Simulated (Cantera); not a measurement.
# SiCl₄ + HCl + H₂ (chlorosilane synthesis and conversion)

Input: 1 mol SiCl₄, 5.4 mol HCl, 3.2 mol H₂, equilibrated at 0.280 bar.

These are equilibrium values from Cantera (NASA tables, ideal gas, pure condensed phases), not measurements of a reactor. Candidate condensed phases: Si; 19 gas species. The tables' values for SiCl₃ are old estimates; treat these amounts as uncertain. The numbers say what is thermodynamically allowed, not how fast it happens.

From 775 K to 1475 K nothing is condensed. The main Si-bearing gas is SiCl₄ throughout.

| T (K) | log p HCl | log p H₂ | log p SiCl₄ | log p SiCl₃ | log p SiCl₂ | log p SiHCl₃ | log p SiH₂Cl₂ | log p Cl |
|---|---|---|---|---|---|---|---|---|
| 775 | -0.80 | -1.03 | -1.54 | -7.82 | -11.96 | -4.95 | -9.48 | -12.27 |
| 875 | -0.80 | -1.03 | -1.54 | -6.47 | -9.64 | -4.42 | -8.35 | -10.59 |
| 975 | -0.80 | -1.03 | -1.54 | -5.40 | -7.80 | -4.01 | -7.46 | -9.26 |
| 1075 | -0.80 | -1.03 | -1.54 | -4.53 | -6.32 | -3.67 | -6.74 | -8.16 |
| 1175 | -0.80 | -1.03 | -1.54 | -3.82 | -5.10 | -3.40 | -6.15 | -7.26 |
| 1275 | -0.80 | -1.04 | -1.56 | -3.23 | -4.09 | -3.19 | -5.67 | -6.49 |
| 1375 | -0.79 | -1.04 | -1.59 | -2.76 | -3.26 | -3.03 | -5.31 | -5.82 |
| 1475 | -0.78 | -1.06 | -1.67 | -2.42 | -2.63 | -2.97 | -5.08 | -5.23 |
log p: log10 of the partial pressure in bar; nothing condenses.
